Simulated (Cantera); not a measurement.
Mixture: H2 : O2 : N2 = 1 : 0.385 : 1.45 (molar parts), equivalence ratio 1.3, at 3.90 bar, adiabatic and at constant pressure. Ignition delay is the time to a rise of 400 K.

Model: the H2/O2 subset of GRI-Mech 3.0, which has no nitrogen chemistry, integrated in Cantera. The hydrogen kinetics of GRI-Mech 3.0 are dated; newer H2 mechanisms differ, most at raised pressure. Where the delays flatten at high temperature, the 400 K rule measures the pace of heat release, not the induction time.

### Question
Predict: delay at 1050 K; delay at 1250 K; delay at 1450 K; delay at 1650 K; delay at 1850 K.

### Answer
delay at 1050 K: 2.00 ms
delay at 1250 K: 11.3 µs
delay at 1450 K: 4.32 µs
delay at 1650 K: 2.56 µs
delay at 1850 K: 1.98 µs
